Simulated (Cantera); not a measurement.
Input (Python, Cantera) and output of one run.

```python
import numpy as np
import cantera as ct

gas_names = """
    AL ALH ALO ALOH ALO2 ALO2H AL2 AL2O AL2O2 H HALO HO2 H2 H2O H2O2 O OH O2 O3
""".split()
cond_names = """
    AL(cr) AL(L) AL2O3(a) AL2O3(L) H2O(s) H2O(L)
""".split()


# ... load() reads the species with a 1 bar reference pressure and builds the phases ...
atoms = {
    'Al2O3': {'AL': 2, 'O': 3},
    'H2': {'H': 2},
}
top_T = {}  # K; cautious upper limits of use, not melting points


# ... equilibrate(T, P, feed) seeds the gas with the atoms and calls Mixture.equilibrate('TP', solver="vcs", rtol=1e-11, max_steps=5000) ...
results = []
feed = {'Al2O3': 1, 'H2': 0.56}  # mol
T = 1498  # K
P = 11  # Pa
mix = equilibrate(T, P, feed)
results.append((T, P, feed, dict(zip(mix.species_names, mix.species_moles))))
x = sorted(zip(gas.X, gas.species_names), reverse=True)
print(f"T = {T:g} K  P = {P:g} Pa  gas = {mix.phase_moles(0):.4g} mol")
print("   x: " + "  ".join(f"{s} {v:.3e}" for v, s in x if v > 0.001))
print("   condensed (mol): " + ("  ".join(f"{mix.phase(i).name} {mix.phase_moles(i):.4g}"
      for i in range(1, mix.n_phases) if mix.phase_moles(i) > 1e-12) or "none"))
```

It prints:

```
T = 1498 K  P = 11 Pa  gas = 0.5605 mol
   x: H2 9.984e-01  H 1.637e-03
   condensed (mol): AL2O3(a) 1
```

Method: chemical equilibrium by Gibbs-energy minimisation in Cantera with the NASA 1993 tables (ideal gas, pure condensed phases).
